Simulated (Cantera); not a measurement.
Charge: 1 mol Si, 2.1 mol F2, at 1673.15 K and 0.0100 bar.

Method: chemical equilibrium by Gibbs-energy minimisation in Cantera with the NASA 1993 tables (ideal gas, pure condensed phases). Candidate condensed phases: Si; 9 gas species. Kinetics and transport are ignored.

Base state: SiF4 0.833, F 0.167 (mole fractions); condensed: gas only.

Task: What changes in the equilibrium state with this change: temperature from 1673.15 K to 723 K?

Result: 
```csv
species,before,after
SiF4,0.833,0.906
F2,9.32e-6,0.0873
F,0.167,0.00664
```
